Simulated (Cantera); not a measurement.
Charge: 1 mol Fe2O3, 0.48 mol CH4, 0.1 mol N2, 6.3 mol C, held at 1000 Pa.

Equilibrium computed with Cantera from the NASA thermochemical tables; the gas is ideal and each condensed phase is pure. Candidate condensed phases: C, C6H6, C7H8, C8H18, Fe, Fe(CO)5, FeO, Fe(OH)2, Fe(OH)3, Fe2O3, Fe3O4, H2O; 140 gas species. Equilibrium is a limit: real reactors are often held back by kinetics, nucleation or transport.

### Question
At 2025 °C, list the 5 most abundant gas species with their mole fractions, and the condensed phases.

### Answer
CO 0.486, Fe 0.324, H2 0.136, H 0.0354, N2 0.0152. Condensed: C(graphite).
